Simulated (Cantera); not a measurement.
An adiabatic, constant-pressure homogeneous reactor starts with 3.22 % CH4, 20.3 % O2, 76.5 % N2, at 1798 K and 10.0 bar.

Cantera simulation using GRI-Mech 3.0 (53 species, 325 reactions); the numbers are that mechanism's predictions, not measurements.

Task: Predict: time of steepest temperature rise; temperature at 0.200 s; equilibrium temperature; x(O2) at 0.200 s; x(CO2) at 0.200 s.

Result: time of steepest temperature rise: 15.1 µs
temperature at 0.200 s: 2411 K
equilibrium temperature: 2411 K
x(O2) at 0.200 s: 0.130 (gas-phase equilibrium 0.130)
x(CO2) at 0.200 s: 0.0315 (gas-phase equilibrium 0.0315)
